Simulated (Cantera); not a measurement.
# Fe(CO)₅ + O₂ + H₂ (iron carbonyl, mercury and lead vapours)

Charge: 1 mol Fe(CO)₅, 0.073 mol O₂, 23 mol H₂, equilibrated at 0.130 bar.

These are equilibrium values from Cantera (NASA tables, ideal gas, pure condensed phases), not measurements of a reactor. Candidate condensed phases: C, C₆H₆, C₇H₈, C₈H₁₈, Fe, Fe(CO)₅, FeO, Fe(OH)₂, Fe(OH)₃, Fe₂O₃, Fe₃O₄, H₂O; 114 gas species. Condensed phases not in the tables: cementite and carbon dissolved in iron. The numbers say what is thermodynamically allowed, not how fast it happens.

From 575 °C to 675 °C the condensed part is C(graphite) + Fe(α). From 725 °C to 875 °C the condensed part is Fe(α). From 925 °C to 1125 °C the condensed part is Fe(γ).

| T (°C) | x H₂ | x CO | x H₂O | x CH₄ | x CO₂ | n C(graphite) | n Fe(α) | n Fe(γ) |
|---|---|---|---|---|---|---|---|---|
| 575 | 0.767 | 0.0916 | 0.0674 | 0.0490 | 0.0249 | 0.920 | 1.00 | 0 |
| 625 | 0.791 | 0.134 | 0.0349 | 0.0261 | 0.0137 | 0.444 | 1.00 | 0 |
| 675 | 0.802 | 0.161 | 0.0163 | 0.0144 | 0.00593 | 0.0677 | 1.00 | 0 |
| 725 | 0.810 | 0.171 | 0.00917 | 0.00669 | 0.00281 | 0 | 1.00 | 0 |
| 775 | 0.814 | 0.175 | 0.00636 | 0.00274 | 0.00162 | 0 | 1.00 | 0 |
| 825 | 0.816 | 0.177 | 0.00517 | 0.00105 | 0.00111 | 0 | 1.00 | 0 |
| 875 | 0.817 | 0.177 | 0.00474 | 0.000394 | 0.000872 | 0 | 1.00 | 0 |
| 925 | 0.817 | 0.178 | 0.00463 | 0.000151 | 0.000738 | 0 | 0 | 1.00 |
| 975 | 0.817 | 0.178 | 0.00463 | 6.07e-5 | 0.000647 | 0 | 0 | 1.00 |
| 1025 | 0.817 | 0.178 | 0.00466 | 2.60e-5 | 0.000579 | 0 | 0 | 1.00 |
| 1075 | 0.817 | 0.178 | 0.00470 | 1.19e-5 | 0.000524 | 0 | 0 | 1.000 |
| 1125 | 0.817 | 0.178 | 0.00474 | 5.72e-6 | 0.000478 | 0 | 0 | 1.000 |
x: gas mole fraction; n: condensed amount in mol.
